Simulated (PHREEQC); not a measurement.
Consider water at 25 °C with 1.8 mol NaCl, 0.86 mol KCl and 0.0015 mol H4SiO4 per kg of water. Closed to the air; pH follows from the charge balance.

Equilibrium calculation in PHREEQC: Pitzer model, pitzer.dat.

```
quantity              before  after
--------------------  ------  -----
pH                      5.94   6.08
SI of SiO2(a) (SiO2)   +0.01  -0.29
SI of Sylvite (KCl)    -1.00  -1.00
```

Question: Which change was made?
A) 0.026 mol/kgw KOH added
B) NaCl replaced by MgCl2 at the same molality
C) H4SiO4 from 0.0015 to 0.00075 mol/kgw
D) diluted 10-fold with water
E) NaCl from 1.8 to 1.62 mol/kgw

Answer: C, H4SiO4 from 0.0015 to 0.00075 mol/kgw

Precipitation was switched off in this run. In brines, pH and single-ion activities rest on the MacInnes convention.
